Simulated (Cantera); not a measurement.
A closed system holds: 1 mol NH3, 0.062 mol SO2, equilibrated at 700 K and 62.0 bar.

Method: chemical equilibrium by Gibbs-energy minimisation in Cantera with the NASA 1993 tables (ideal gas, pure condensed phases). Candidate condensed phases: H2O, H2SO4, S; 35 gas species. The ideal-gas law is rough above about 30 bar. Kinetics and transport are ignored.

Base state: H2 0.560, N2 0.221, NH3 0.115, H2O 0.0691, H2S 0.0346 (mole fractions); condensed: gas only.

Question: What changes in the equilibrium state with this change: SO2 from 0.062 to 0.42 mol?

Answer: 
| species | before | after |
|---|---|---|
| H2O | 0.0691 | 0.424 |
| N2 | 0.221 | 0.247 |
| H2S | 0.0346 | 0.212 |
| H2 | 0.560 | 0.106 |
| NH3 | 0.115 | 0.0100 |
